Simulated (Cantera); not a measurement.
A closed system holds: 1 mol SiF4, 0.64 mol H2O, 1.1 mol H2, equilibrated at 10000 Pa.

Method: chemical equilibrium by Gibbs-energy minimisation in Cantera with the NASA 1993 tables (ideal gas, pure condensed phases). Candidate condensed phases: H2O, Si, SiO2; 38 gas species. The tables hold silica as quartz up to 1696 K and as liquid above; real silica turns to tridymite and cristobalite and melts near 1996 K. Rates play no part.

### Question
Which condensed phases are stable at each of these points (T (K)): 1200, 1250, 1300, 1350, 1400, 1450, 1500, 1550, 1600, 1650, 1700?

### Answer
| T (K) | condensed phases | Si condensed (%) |
|---|---|---|
| 1200 | SiO2(β-quartz) | 24.6 |
| 1250 | SiO2(β-quartz) | 25.6 |
| 1300 | SiO2(β-quartz) | 26.4 |
| 1350 | SiO2(β-quartz) | 27.1 |
| 1400 | SiO2(β-quartz) | 27.7 |
| 1450 | SiO2(β-quartz) | 28.2 |
| 1500 | SiO2(β-quartz) | 28.6 |
| 1550 | SiO2(β-quartz) | 29.0 |
| 1600 | SiO2(β-quartz) | 29.3 |
| 1650 | SiO2(β-quartz) | 29.5 |
| 1700 | SiO2(condensed) | 29.7 |

From 1200 K to 1650 K the condensed part is SiO2(β-quartz). At 1700 K the condensed part is SiO2(condensed).
